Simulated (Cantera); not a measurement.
Input (Python, Cantera):

```python
import numpy as np
import cantera as ct

gas = ct.Solution("gri30.yaml")
gas.TPX = 523, 120000, {'C3H8': 1, 'O2': 10.2, 'N2': 38.4}
inlet = ct.Reservoir(gas, clone=True)
gas.equilibrate("HP")  # start burning
reactor = ct.IdealGasConstPressureReactor(gas, energy="on", clone=False)
exhaust = ct.Reservoir(gas, clone=True)
tau = [0.24, 0.071, 0.021, 0.0063, 0.0019, 0.00055, 0.00016, 4.9e-05, 1.5e-05][0]
for a, b in ((inlet, reactor), (reactor, exhaust)):
    ct.MassFlowController(a, b, mdot=lambda t: reactor.mass / tau)
net = ct.ReactorNet([reactor])
show = ['C3H8', 'O2', 'HCO', 'NO', 'C2H6', 'CH2CO', 'C2H4']

rows = []
print(f"{'tau/s':>10s}{'T/K':>9s}" + "".join(f"{s:>11s}" for s in show))
for tau in [0.24, 0.071, 0.021, 0.0063, 0.0019, 0.00055, 0.00016, 4.9e-05, 1.5e-05]:
    net.initial_time = 0.0
    net.advance(30 * tau)
    before = gas.X
    net.advance(40 * tau)
    drift = np.max(np.abs(gas.X - before) / (gas.X + 1e-9))
    rows.append([gas.T, *gas[show].X, drift])
    print(f"{tau:10.3e}{gas.T:9.1f}" + "".join(f"{x:11.3e}" for x in gas[show].X))
```

Output:

```
     tau/s      T/K       C3H8         O2        HCO         NO       C2H6      CH2CO       C2H4
 2.400e-01   1665.5  7.050e-07  1.027e-01  4.306e-09  9.739e-06  3.532e-10  1.459e-06  2.510e-06
 7.100e-02   1661.7  1.646e-06  1.027e-01  1.541e-08  8.633e-06  6.947e-10  3.236e-06  5.182e-06
 2.100e-02   1654.1  3.654e-06  1.028e-01  5.620e-08  6.777e-06  1.540e-09  6.890e-06  1.032e-05
 6.300e-03   1639.1  7.846e-06  1.032e-01  2.030e-07  4.777e-06  4.388e-09  1.392e-05  2.000e-05
 1.900e-03   1608.9  1.737e-05  1.042e-01  7.223e-07  3.360e-06  1.752e-08  2.713e-05  3.960e-05
 5.500e-04   1543.8  4.853e-05  1.074e-01  2.624e-06  2.039e-06  1.106e-07  5.814e-05  9.754e-05
 1.600e-04    523.0  2.016e-02  2.056e-01  8.882e-33  9.308e-21  6.712e-18  1.162e-17  8.770e-17
 4.900e-05    523.0  2.016e-02  2.056e-01  8.149e-37  1.201e-24  8.658e-22  1.498e-21  1.132e-20
 1.500e-05    523.0  2.016e-02  2.056e-01  5.147e-38  7.585e-26  5.469e-23  9.465e-23  7.159e-22
```

Cantera simulation using GRI-Mech 3.0 (53 species, 325 reactions); the numbers are that mechanism's predictions, not measurements. GRI-Mech 3.0 was tuned for natural gas; its chemistry of propane as a main component is partial and can be far from experiment.
